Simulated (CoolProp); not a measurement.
Vapour-liquid equilibrium of C2F6 (R116) (1) + R143a (2) at 259.5 K; x and y are mole fractions of (1).

Computed with CoolProp (multi-fluid Helmholtz-energy mixture model, Lemmon 2006 and Lemmon and Jacobsen 2000; pair parameters Bell 2016).

Problem. Give the bubble pressure and the first vapour's composition at x = 0.425, 0.875, 0.95. Is there an azeotrope?

Solution. x = 0.425: 0.9924 MPa, y = 0.685; x = 0.875: 1.238 MPa, y = 0.900; x = 0.95: 1.258 MPa, y = 0.955. No azeotrope shows between x = 0.05 and 0.95.

The pair parameters rest on a limited set of measurements; away from them the model extrapolates.
